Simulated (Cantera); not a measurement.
Feed: 1 mol MgCO3, 2.6 mol SO3, 1 mol O2, 0.1 mol SO2, equilibrated at 0.0170 bar.

Equilibrium computed with Cantera from the NASA thermochemical tables; the gas is ideal and each condensed phase is pure. Candidate condensed phases: C, Mg, MgCO3, MgO, MgS, MgSO4, S; 26 gas species. Kinetics and transport are ignored.

Q: At 1000 K, list the 4 most abundant gas species with their mole fractions, and the condensed phases.

A: O2 0.385, SO2 0.338, CO2 0.228, SO3 0.0494. Condensed: MgSO4(s).
